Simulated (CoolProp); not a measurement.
R125 at several states: Z from the reference equation and from simpler models built on Tc = 66.0 °C, pc = 36.18 bar, ω = 0.305; each cubic takes its own stable root.

Model: reference Helmholtz-energy equation of state, Lemmon 2005, in CoolProp.

| T (°C) | p (bar) | phase | reference | van der Waals | Redlich-Kwong | Soave-Redlich-Kwong |
|---|---|---|---|---|---|---|
| 170.25 | 0.144 | gas | 0.9995 | 0.9994 | 0.9994 | 0.9995 |
| -74.35 | 4.31 | liquid | ___ | 0.03263 | 0.02213 | 0.02136 |
| 218.15 | 0.359 | gas | 0.9991 | 0.9989 | 0.9989 | 0.9993 |
| 197.15 | 32.6 | gas | 0.9106 | ___ | 0.8875 | ___ |
| -73.35 | 0.827 | liquid | ___ | 0.9765 | 0.004239 | 0.004089 |

Problem. What belongs in the gaps?

Solution. 
- -74.35, reference: 0.01949
- 197.15, van der Waals: 0.8766
- 197.15, Soave-Redlich-Kwong: 0.9232
- -73.35, reference: 0.003731

At some of these states van der Waals gives the other phase, because its saturation line lies elsewhere.
